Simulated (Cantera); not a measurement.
An adiabatic, constant-volume homogeneous reactor starts with 29.6 % H₂, 14.8 % O₂, 55.6 % N₂, at 1150 K and 3750 Torr.

Detailed kinetics in Cantera: the H2/O2 subset of GRI-Mech 3.0, which has no nitrogen chemistry. The hydrogen kinetics of GRI-Mech 3.0 are dated; newer H2 mechanisms differ, most at raised pressure. Above 3000 K some thermodynamic fits are extrapolated.

Predict: time of steepest temperature rise; temperature at 0.600 s; equilibrium temperature; x(H₂) at 0.600 s; x(O₂) at 0.600 s; x(HO₂) at 0.600 s; x(OH) at 0.600 s; x(H₂O) at 0.600 s; x(H₂O₂) at 0.600 s; x(O) at 0.600 s.


```json
{
 "time_of_steepest_temperature_rise": "44.3 µs",
 "temperature at 0.600 s": "3091 K",
 "equilibrium_temperature": "3091 K",
 "x(H₂) at 0.600 s": "0.0409 (gas-phase equilibrium 0.0409)",
 "x(O₂) at 0.600 s": "0.0137 (gas-phase equilibrium 0.0137)",
 "x(HO₂) at 0.600 s": "1.96e-5 (gas-phase equilibrium 1.96e-5)",
 "x(OH) at 0.600 s": "0.0289 (gas-phase equilibrium 0.0289)",
 "x(H₂O) at 0.600 s": "0.272 (gas-phase equilibrium 0.272)",
 "x(H₂O₂) at 0.600 s": "2.17e-6 (gas-phase equilibrium 2.17e-6)",
 "x(O) at 0.600 s": "0.00523 (gas-phase equilibrium 0.00523)"
}
```
